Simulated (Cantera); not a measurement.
Feed: 1 mol SiHCl₃, 3.5 mol NH₃, 87 mol N₂, equilibrated at 1150 K and 0.00610 bar.

Method: chemical equilibrium by Gibbs-energy minimisation in Cantera with the NASA 1993 tables (ideal gas, pure condensed phases). Candidate condensed phases: NH₄Cl, Si, Si₃N₄; 28 gas species. Rates play no part.

Base state: N₂ 0.924, H₂ 0.0446, HCl 0.0314, SiCl₄ 1.69e-5 (mole fractions); condensed: Si₃N₄(s).

Question: What changes in the equilibrium state with this change: NH₃ from 3.5 to 32 mol?

Answer: 
```
species         before    after
-------------  -------  -------
N₂               0.924    0.672
H₂              0.0446    0.309
HCl             0.0314   0.0197
SiCl₄          1.69e-5  6.77e-8
Si₃N₄(s), mol    0.333    0.333
```
